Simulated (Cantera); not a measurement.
What does this Cantera script print?

```python
import numpy as np
import cantera as ct

gas_names = """
    H H2 Si SiH SiH2 SiH3 SiH4 Si2 Si3
""".split()
cond_names = """
    Si(cr) Si(L)
""".split()


def load(file, names, dense=False):
    # The tables refer to 1 bar. Condensed volumes are neglected.
    table = {s.name: s for s in ct.Species.list_from_file(file)}
    out = []
    for n in names:
        d = dict(table[n].input_data)
        d["thermo"] = dict(d["thermo"], **{"reference-pressure": 1e5})
        if dense:
            d["equation-of-state"] = {"model": "constant-volume", "density": "1e6 g/cm^3"}
        out.append(ct.Species.from_dict(d))
    return out


gas = ct.Solution(thermo="ideal-gas", species=load("nasa_gas.yaml", gas_names))
cond = {s.name: ct.Solution(thermo="fixed-stoichiometry", species=[s], name=s.name)
        for s in load("nasa_condensed.yaml", cond_names, dense=True)}
atoms = {
    'Si3H8': {'Si': 3, 'H': 8},
    'H2': {'H': 2},
}
top_T = {}  # K; cautious upper limits of use, not melting points


def equilibrate(T, P, feed):
    n = {}
    for name, mol in feed.items():
        for a, k in atoms[name].items():
            n[a] = n.get(a, 0.0) + k * mol
    gas.TPX = T, P, n
    mass = sum(n.values()) * gas.mean_molecular_weight
    gas.equilibrate("TP")
    valid = [c for c in cond.values() if c.min_temp <= T <= top_T.get(c.name, c.max_temp)]
    mix = ct.Mixture([(gas, mass / gas.mean_molecular_weight)] + [(c, 0.0) for c in valid])
    mix.T, mix.P = T, P
    mix.equilibrate("TP", solver="vcs", rtol=1e-11, max_steps=5000)
    return mix


results = []
feed = {'Si3H8': 1, 'H2': 320}  # mol
T = 1398.15  # K
P = 100000  # Pa
mix = equilibrate(T, P, feed)
results.append((T, P, feed, dict(zip(mix.species_names, mix.species_moles))))
print(gas.report(threshold=1e-06))
for i in range(1, mix.n_phases):
    print(f"{mix.phase(i).name:16s} {mix.phase_moles(i):12.5e} mol")
```

Result:

```
       temperature   1398.2 K
          pressure   1e+05 Pa
           density   0.017342 kg/m^3
  mean mol. weight   2.016 kg/kmol
   phase of matter   gas

                          1 kg             1 kmol
                     ---------------   ---------------
          enthalpy        1.6399e+07         3.306e+07  J
   internal energy        1.0632e+07        2.1435e+07  J
           entropy             87615        1.7663e+05  J/K
    Gibbs function        -1.061e+08        -2.139e+08  J
 heat capacity c_p             15845             31943  J/K
 heat capacity c_v             11720             23629  J/K

                      mass frac. Y      mole frac. X     chem. pot. / RT
                     ---------------   ---------------   ---------------
                 H        2.3707e-06        4.7416e-06           -9.2002
                H2           0.99998           0.99999             -18.4
     [   +7 minor]        1.9903e-05        1.2729e-06

Si(cr)            2.99959e+00 mol
```

These are equilibrium values from Cantera (NASA tables, ideal gas, pure condensed phases), not measurements of a reactor. The feed counts by its element totals alone.
